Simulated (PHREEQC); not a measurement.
A solution holds 0.038 mol/kgw H3PO4 and 0.00056 mol/kgw H2SO4, at 25 °C. Closed to the air; pH follows from the charge balance.

The numbers come from PHREEQC with the ion-association model, phreeqc.dat.

Each row changes one thing in this solution. No solid was allowed to form.

```tsv
case	pH	ionic strength (mol/kgw)	H3PO4 (mol/kgw)	H2PO4- (mol/kgw)	HPO4-2 (mol/kgw)
as made	1.88	0.0151	0.0241	0.0139	9.33e-8
diluted 10-fold with water	2.57	0.00291	0.00104	0.00276	7.53e-8
temperature from 25 to 75 °C	1.97	0.0122	0.0267	0.0113	1.19e-7
H2SO4 left out	1.89	0.0142	0.0238	0.0142	9.80e-8
0.035 mol/kgw NaHCO3 added	3.12	0.0363	0.00325	0.0347	4.76e-6
diluted 5-fold with water	2.34	0.00496	0.00292	0.00468	7.98e-8
```

Species that the database lacks are ignored. At this temperature some constants are extrapolated from 25 °C, and those without enthalpy data are left unchanged.
